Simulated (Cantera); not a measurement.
Input: 1 mol BCl3, 0.22 mol NH3, 0.34 mol N2, equilibrated at 1.33 mbar.

Equilibrium computed with Cantera from the NASA thermochemical tables; the gas is ideal and each condensed phase is pure. Candidate condensed phases: B, BN, NH4Cl; 21 gas species. The numbers say what is thermodynamically allowed, not how fast it happens.

Over these rows the condensed part is BN(s). Partial pressures as log10 of bar:

```tsv
T (K)	1000/T (1/K)	log p Cl	log p BCl3	log p HCl	log p N2
1000	1.0000	-8.39	-3.23	-3.31	-3.59
1075	0.9302	?	-3.23	-3.31	-3.59
1150	0.8696	-7.20	-3.23	-3.31	-3.59
1225	0.8163	-6.71	-3.23	-3.31	-3.59
1300	0.7692	-6.28	-3.23	-3.31	-3.59
1375	0.7273	-5.89	-3.23	-3.31	-3.59
```

### Question
Fit log p(Cl) = a + b·(1000/T) to the five rows, give the apparent enthalpy, and predict the row at 1075 K.

### Answer
Means: 1000/T = 0.8365, log p = -6.894. Sxy = -0.409400, Sxx = 0.0446898, so b = -9.16 and a = -6.894 − (-9.16)×0.8365 = 0.77.
Apparent enthalpy: −19.145 × (-9.16) = 175 kJ/mol. With the condensed phases at unit activity, 1/3 BCl3(g) + 1/6 N2(g) = Cl(g) + 1/3 BN(s) links this pressure to the main gases: over the six rows their terms move log p by +0.00 in all, so the slope is close to that reaction's ΔH°. The five rows lie within 0.01 of the line.
Prediction at 1075 K: 0.77 + (-9.16)×0.9302 = -7.75. The computed value is -7.75, 0.00 from the line.
